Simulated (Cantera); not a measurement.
Input (Python, Cantera) and output of one run.

```python
import numpy as np
import cantera as ct

gas_names = """
    F F2 N NF NF2 NF3 N2 Si SiF SiF2 SiF3 SiF4 SiN Si2 Si2N Si3
""".split()
cond_names = """
    Si(cr) Si(L) Si3N4(a)
""".split()


def load(file, names, dense=False):
    # The tables refer to 1 bar. Condensed volumes are neglected.
    table = {s.name: s for s in ct.Species.list_from_file(file)}
    out = []
    for n in names:
        d = dict(table[n].input_data)
        d["thermo"] = dict(d["thermo"], **{"reference-pressure": 1e5})
        if dense:
            d["equation-of-state"] = {"model": "constant-volume", "density": "1e6 g/cm^3"}
        out.append(ct.Species.from_dict(d))
    return out


gas = ct.Solution(thermo="ideal-gas", species=load("nasa_gas.yaml", gas_names))
cond = {s.name: ct.Solution(thermo="fixed-stoichiometry", species=[s], name=s.name)
        for s in load("nasa_condensed.yaml", cond_names, dense=True)}
atoms = {
    'Si': {'Si': 1},
    'NF3': {'N': 1, 'F': 3},
    'N2': {'N': 2},
}
top_T = {'Si3N4(a)': 2400}  # K; cautious upper limits of use, not melting points


def equilibrate(T, P, feed):
    n = {}
    for name, mol in feed.items():
        for a, k in atoms[name].items():
            n[a] = n.get(a, 0.0) + k * mol
    gas.TPX = T, P, n
    mass = sum(n.values()) * gas.mean_molecular_weight
    gas.equilibrate("TP")
    valid = [c for c in cond.values() if c.min_temp <= T <= top_T.get(c.name, c.max_temp)]
    mix = ct.Mixture([(gas, mass / gas.mean_molecular_weight)] + [(c, 0.0) for c in valid])
    mix.T, mix.P = T, P
    mix.equilibrate("TP", solver="vcs", rtol=1e-11, max_steps=5000)
    return mix


results = []
feed = {'Si': 1, 'NF3': 1.3, 'N2': 22}  # mol
T = 1150  # K
P = 66000  # Pa
mix = equilibrate(T, P, feed)
results.append((T, P, feed, dict(zip(mix.species_names, mix.species_moles))))
x = sorted(zip(gas.X, gas.species_names), reverse=True)
print(f"T = {T:g} K  P = {P:g} Pa  gas = {mix.phase_moles(0):.4g} mol")
print("   x: " + "  ".join(f"{s} {v:.3e}" for v, s in x if v > 1e-05))
print("   condensed (mol): " + ("  ".join(f"{mix.phase(i).name} {mix.phase_moles(i):.4g}"
      for i in range(1, mix.n_phases) if mix.phase_moles(i) > 1e-12) or "none"))
```

Output:

```
T = 1150 K  P = 66000 Pa  gas = 23.61 mol
   x: N2 9.587e-01  SiF4 4.128e-02  SiF3 2.027e-05
   condensed (mol): Si3N4(a) 0.008293
```

Cantera equilibrium calculation (NASA polynomials, part measured and part estimated; ideal gas, pure solids and liquids). The tables' values for SiF3 are old estimates; treat these amounts as uncertain.
